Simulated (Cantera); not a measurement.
Input (Python, Cantera) and output of one run.

```python
import numpy as np
import cantera as ct

gas_names = """
    CL CLO CL2 Fe FeCL FeCL2 FeCL3 FeO Fe(OH)2 Fe2CL4 Fe2CL6 H HCL HOCL HO2 H2 H2O H2O2 O OH O2 O3
""".split()
cond_names = """
    Fe(a) Fe(c) Fe(d) Fe(L) FeCL2(s) FeCL2(L) FeCL3(s) FeCL3(L) FeO(s) FeO(L) Fe(OH)2(s) Fe(OH)3(s)
    Fe2O3(s) Fe3O4(s) H2O(s) H2O(L)
""".split()


def load(file, names, dense=False):
    # The tables refer to 1 bar. Condensed volumes are neglected.
    table = {s.name: s for s in ct.Species.list_from_file(file)}
    out = []
    for n in names:
        d = dict(table[n].input_data)
        d["thermo"] = dict(d["thermo"], **{"reference-pressure": 1e5})
        if dense:
            d["equation-of-state"] = {"model": "constant-volume", "density": "1e6 g/cm^3"}
        out.append(ct.Species.from_dict(d))
    return out


gas = ct.Solution(thermo="ideal-gas", species=load("nasa_gas.yaml", gas_names))
cond = {s.name: ct.Solution(thermo="fixed-stoichiometry", species=[s], name=s.name)
        for s in load("nasa_condensed.yaml", cond_names, dense=True)}
atoms = {
    'FeCl2': {'Fe': 1, 'CL': 2},
    'O2': {'O': 2},
    'H2': {'H': 2},
    'HCl': {'H': 1, 'CL': 1},
}
top_T = {'Fe2O3(s)': 1830, 'Fe3O4(s)': 1870}  # K; cautious upper limits of use, not melting points


def equilibrate(T, P, feed):
    n = {}
    for name, mol in feed.items():
        for a, k in atoms[name].items():
            n[a] = n.get(a, 0.0) + k * mol
    gas.TPX = T, P, n
    mass = sum(n.values()) * gas.mean_molecular_weight
    gas.equilibrate("TP")
    valid = [c for c in cond.values() if c.min_temp <= T <= top_T.get(c.name, c.max_temp)]
    mix = ct.Mixture([(gas, mass / gas.mean_molecular_weight)] + [(c, 0.0) for c in valid])
    mix.T, mix.P = T, P
    mix.equilibrate("TP", solver="vcs", rtol=1e-11, max_steps=5000)
    return mix


results = []
T = 2023  # K
P = 13332.2  # Pa
for m in [4.5, 5.5, 6.6, 8.1, 9.8, 12, 14, 17, 21, 26, 31, 38]:
    feed = {'FeCl2': 1, 'O2': 0.84, 'H2': m, 'HCl': 0.28}  # mol
    mix = equilibrate(T, P, feed)
    results.append((T, P, feed, dict(zip(mix.species_names, mix.species_moles))))

top = {s: max(r[3][s] / sum(r[3][g] for g in gas_names) for r in results) for s in gas_names}
cols = sorted((s for s in top if top[s] > 0.0001), key=lambda s: -top[s])[:6]
seen = [c for c in cond_names if any(r[3].get(c, 0) > 1e-12 for r in results)]
print("log10 of partial pressures in bar; condensed amounts in mol")
print(f"{'n(H2)':>10s}" + "".join(f"{s[:9]:>10s}" for s in cols + seen))
for T, P, feed, n in results:
    ng = sum(n[g] for g in gas_names)
    print(f"{feed['H2']:10.4g}" + "".join(f"{np.log10(max(n[s] / ng * P / 1e5, 1e-99)):10.3f}" for s in cols)
          + "".join(f"{n.get(c, 0):10.4g}" for c in seen))
```

Output:

```
log10 of partial pressures in bar; condensed amounts in mol
     n(H2)        H2       H2O       HCL     FeCL2         H        Fe     Fe(L)    FeO(L)
       4.5    -1.198    -1.525    -1.591    -1.878    -3.320    -3.327   0.02583    0.3748
       5.5    -1.175    -1.502    -1.630    -1.979    -3.309    -3.327    0.3695   0.06771
       6.6    -1.131    -1.550    -1.662    -2.086    -3.287    -3.327    0.4823         0
       8.1    -1.084    -1.625    -1.702    -2.214    -3.263    -3.327    0.5324         0
       9.8    -1.048    -1.697    -1.746    -2.337    -3.245    -3.327    0.5743         0
        12    -1.017    -1.776    -1.798    -2.472    -3.230    -3.327    0.6137         0
        14    -0.998    -1.837    -1.841    -2.578    -3.220    -3.327    0.6399         0
        17    -0.977    -1.915    -1.899    -2.715    -3.210    -3.327     0.668         0
        21    -0.959    -2.001    -1.967    -2.868    -3.201    -3.327     0.692         0
        26    -0.943    -2.089    -2.038    -3.027    -3.193    -3.327    0.7085         0
        31    -0.933    -2.162    -2.100    -3.161    -3.188    -3.327    0.7159         0
        38    -0.923    -2.247    -2.174    -3.318    -3.183    -3.327    0.7169         0
```

Cantera equilibrium calculation (NASA polynomials, part measured and part estimated; ideal gas, pure solids and liquids). Each liquid is taken as pure. Mutual solubility and eutectic melting of coexisting phases are not modelled. The tables' stoichiometric FeO is somewhat more stable than real wüstite, so its field is too wide. FeO: taken at fixed stoichiometry.
